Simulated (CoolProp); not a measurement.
Vapour-liquid equilibrium of fluoroethane (R161) (1) + R134a (2) at -79.45 °C; x and y are mole fractions of (1).

Computed with CoolProp (multi-fluid Helmholtz-energy mixture model, Wu 2012 and Tillner-Roth 1994; pair parameters Bell 2016).

```
x     bubble pressure (bar)  y at the bubble point  dew pressure at overall composition x (bar)  liquid density (mol/L)
----  ---------------------  ---------------------  -------------------------------------------  ----------------------
0.05                0.04044                  0.098                                      0.03943                   15.11
0.15                0.04467                  0.270                                      0.04163                   15.38
0.25                0.04918                  0.418                                      0.04412                   15.67
0.35                0.05398                  0.544                                      0.04698                   15.97
0.45                0.05905                  0.652                                      0.05030                   16.27
0.55                0.06440                  0.743                                      0.05423                   16.59
0.65                0.06998                  0.820                                      0.05897                   16.92
0.75                0.07575                  0.884                                      0.06488                   17.27
0.85                0.08163                  0.937                                      0.07255                   17.63
0.95                0.08755                  0.981                                      0.08321                   18.00
```

No azeotrope shows between x = 0.05 and 0.95.

The pair parameters rest on a limited set of measurements; away from them the model extrapolates.
